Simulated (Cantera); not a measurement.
A closed system holds: 1 mol Pb, 0.29 mol H2, 30 mol N2, at 100 Pa.

Method: chemical equilibrium by Gibbs-energy minimisation in Cantera with the NASA 1993 tables (ideal gas, pure condensed phases). Candidate condensed phases: Pb; 11 gas species. Equilibrium is a limit: real reactors are often held back by kinetics, nucleation or transport.

Problem. Which condensed phases are stable at each of these points (T (°C)): 600, 700, 800, 900, 1000, 1100, 1200, 1300?

Solution. 
| T (°C) | condensed phases | Pb condensed (%) |
|---|---|---|
| 600 | Pb(l) | 98.1 |
| 700 | Pb(l) | 73.3 |
| 800 | gas only | 0.0 |
| 900 | gas only | 0.0 |
| 1000 | gas only | 0.0 |
| 1100 | gas only | 0.0 |
| 1200 | gas only | 0.0 |
| 1300 | gas only | 0.0 |

From 600 °C to 700 °C the condensed part is Pb(l). From 800 °C to 1300 °C nothing is condensed.
